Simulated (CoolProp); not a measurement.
R1336mzz(Z) at 347.12 K and 0.288 MPa is throttled through a valve to 0.0434 MPa with no heat exchange. Each further row changes one setting.

Model: reference Helmholtz-energy equation of state, McLinden 2020, in CoolProp.

| case | temperature change (K) | final density (kg/m³) |
|---|---|---|
| as stated | … | … |
| outlet pressure 0.013 MPa | … | … |
| outlet pressure 0.0564 MPa | -5.6 | 3.32 |

**Question.** Some entries are withheld; supply them.

**Answer.** 
- as stated, temperature change (K): -5.9
- as stated, final density (kg/m³): 2.55
- outlet pressure 0.013 MPa, temperature change (K): -6.6
- outlet pressure 0.013 MPa, final density (kg/m³): 0.757
